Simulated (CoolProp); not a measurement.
Vapour-liquid equilibrium of n-butane (1) + cis-2-butene (2) at 281.9 K; x and y are mole fractions of (1).

Model: multi-fluid Helmholtz-energy mixture model, Bücker 2006 and Lemmon 2005; pair parameters Bell 2016, in CoolProp.

```
x     bubble pressure (bar)  y at the bubble point  dew pressure at overall composition x (bar)  liquid density (mol/L)
----  ---------------------  ---------------------  -------------------------------------------  ----------------------
0.05                  1.240                  0.062                                        1.237                   11.24
0.2                   1.285                  0.233                                        1.277                   11.05
0.35                  1.321                  0.387                                        1.313                   10.87
0.5                   1.351                  0.533                                        1.344                   10.70
0.65                  1.375                  0.674                                        1.371                   10.54
0.8                   1.396                  0.814                                        1.394                   10.38
0.95                  1.415                  0.954                                        1.415                   10.22
```

No azeotrope shows between x = 0.05 and 0.95.

The pair parameters rest on a limited set of measurements; away from them the model extrapolates.
